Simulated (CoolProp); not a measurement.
n-decane along the isotherm 346.85 °C: fugacity coefficient from the reference equation and from simpler models built on Tc = 344.5 °C, pc = 2.101 MPa, ω = 0.488; each cubic takes its own stable root.

The numbers come from the reference Helmholtz-energy equation of state, Lemmon 2006 in CoolProp. It is a short technical equation, of lower accuracy than the large ones.

```
p (MPa)          phase  reference
-------  -------------  ---------
2.63     supercritical     0.5485
5.25     supercritical     0.3288
7.88     supercritical     0.2578
10.5     supercritical     0.2257
13.1     supercritical     0.2098
15.8     supercritical     0.2020
18.4     supercritical     0.1997
21       supercritical     0.2010
```

**Question.** How far does each simpler model (Redlich-Kwong, Peng-Robinson) lie from the reference over these 8 states: mean and median of the absolute difference, and the worst?

**Answer.** 
- Redlich-Kwong: mean 16.3 %, median 17.2 %, worst +25.6 % at 346.85 °C and 21 MPa
- Peng-Robinson: mean 4.9 %, median 5.7 %, worst +6.9 % at 346.85 °C and 21 MPa
